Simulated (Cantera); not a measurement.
Input: 1 mol PbO, a varied amount of CO, 0.93 mol N2, held at 1.00 bar.

Cantera equilibrium calculation (NASA polynomials, part measured and part estimated; ideal gas, pure solids and liquids). Candidate condensed phases: C, Pb, PbO, PbO2, Pb3O4; 27 gas species. Each liquid is taken as pure. Mutual solubility and eutectic melting of coexisting phases are not modelled. Kinetics and transport are ignored.

Question: What condenses at these points (T in K, n(CO) in mol): (1548, 0.94); (1848, 4.2); (1548, 1.1); (2348, 2.7); (2248, 1.3); (2248, 3.1)?

Answer: 
| T (K) | n(CO) in mol | condensed phases | Pb condensed (%) |
|---|---|---|---|
| 1548 | 0.94 | Pb + PbO | 89.2 |
| 1848 | 4.2 | gas only | 0.0 |
| 1548 | 1.1 | Pb | 91.8 |
| 2348 | 2.7 | gas only | 0.0 |
| 2248 | 1.3 | gas only | 0.0 |
| 2248 | 3.1 | gas only | 0.0 |
